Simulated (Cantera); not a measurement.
A closed system holds: 1 mol SiC, 0.0019 mol H2O, 8.2 mol N2, held at 0.0130 bar.

These are equilibrium values from Cantera (NASA tables, ideal gas, pure condensed phases), not measurements of a reactor. Candidate condensed phases: C, C6H6, C7H8, C8H18, H2O, Si, SiC, SiO2, Si2N2O, Si3N4; 151 gas species. N2 is the only nitrogen source here; it is nearly inert below about 1500 K, so the nitride shown seldom forms there in practice. Mutual solubility and eutectic melting of coexisting phases are not modelled. Kinetics and transport are ignored.

Which condensed phases are stable at each of these points (T (K)): 948, 1023, 1098, 1173, 1248, 1323, 1398?


```tsv
T (K)	condensed phases	Si condensed (%)
948	C(graphite) + Si2N2O(s) + Si3N4(s)	100.0
1023	C(graphite) + Si2N2O(s) + Si3N4(s)	100.0
1098	C(graphite) + Si2N2O(s) + Si3N4(s)	100.0
1173	C(graphite) + Si2N2O(s) + Si3N4(s)	100.0
1248	C(graphite) + Si2N2O(s) + Si3N4(s)	100.0
1323	C(graphite) + Si2N2O(s) + Si3N4(s)	100.0
1398	SiC(s) + Si2N2O(s) + Si3N4(s)	100.0
```

From 948 K to 1323 K the condensed part is C(graphite) + Si2N2O(s) + Si3N4(s). At 1398 K the condensed part is SiC(s) + Si2N2O(s) + Si3N4(s).
